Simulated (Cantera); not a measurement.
A closed system holds: 1 mol AlN, 0.93 mol H₂O, 7 mol Cl₂, equilibrated at 0.000170 bar.

Method: chemical equilibrium by Gibbs-energy minimisation in Cantera with the NASA 1993 tables (ideal gas, pure condensed phases). Candidate condensed phases: Al, AlCl₃, AlN, Al₂O₃, H₂O, NH₄Cl; 45 gas species. The tables' values for AlCl₂ are old estimates; treat these amounts as uncertain. The numbers say what is thermodynamically allowed, not how fast it happens. All values below are at 2025 K.

Base state: Cl 0.806, HCl 0.126, N₂ 0.0348, AlCl 0.0157, AlCl₂ 0.00579, AlCl₃ 0.00394, AlOCl 0.00384, H 0.00254 (mole fractions); condensed: Al₂O₃(s).

### Question
What changes in the equilibrium state with this change: 0.69 mol H₂ added?

### Answer
```csv
species,before,after
Cl,0.806,0.712
HCl,0.126,0.217
N₂,0.0348,0.0347
H,0.00254,0.00493
AlCl,0.0157,0.0168
H₂,0.000295,0.00112
H₂O,4.83e-5,0.000161
OH,4.34e-5,7.45e-5
"Al₂O₃(s), mol",0.290,0.290
```
